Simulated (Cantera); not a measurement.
# Thermodynamics of tantalum, niobium, vanadium and zirconium in process gases, feed Ta + CH4

Charge: 1 mol Ta, 1.9 mol CH4, equilibrated at 0.0120 bar.

Method: chemical equilibrium by Gibbs-energy minimisation in Cantera with the NASA 1993 tables (ideal gas, pure condensed phases). Candidate condensed phases: C, C6H6, C7H8, C8H18, Ta, TaC; 77 gas species. TaC: taken at fixed stoichiometry. Condensed phases not in the tables: Ta2C. The numbers say what is thermodynamically allowed, not how fast it happens.

```
T (K)  log p H2  log p H  log p C2H2 (acetylene)  log p C2H  log p C3  log p C4H2  log p C  log p C2  n C(graphite)  n TaC(s)
-----  --------  -------  ----------------------  ---------  --------  ----------  -------  --------  -------------  --------
2175      -1.94    -3.28                   -4.59      -7.42     -8.84       -7.63    -9.01     -9.90          0.883      1.00
2225      -1.95    -3.16                   -4.48      -7.13     -8.40       -7.40    -8.63     -9.46          0.878      1.00
2275      -1.96    -3.05                   -4.38      -6.84     -7.98       -7.18    -8.26     -9.03          0.872      1.00
2325      -1.97    -2.94                   -4.28      -6.57     -7.58       -6.98    -7.90     -8.63          0.864      1.00
2375      -1.98    -2.84                   -4.19      -6.31     -7.19       -6.78    -7.56     -8.24          0.855      1.00
2425      -1.99    -2.74                   -4.10      -6.07     -6.83       -6.60    -7.24     -7.87          0.845      1.00
2475      -2.01    -2.65                   -4.03      -5.83     -6.47       -6.42    -6.93     -7.51          0.832      1.00
2525      -2.04    -2.57                   -3.96      -5.61     -6.14       -6.26    -6.63     -7.17          0.818      1.00
2575      -2.06    -2.49                   -3.90      -5.40     -5.81       -6.11    -6.34     -6.84          0.801      1.00
2625      -2.09    -2.42                   -3.84      -5.20     -5.50       -5.97    -6.07     -6.53          0.781      1.00
```
log p: log10 of the partial pressure in bar; n: condensed amount in mol.

From 2175 K to 2625 K the condensed part is C(graphite) + TaC(s).
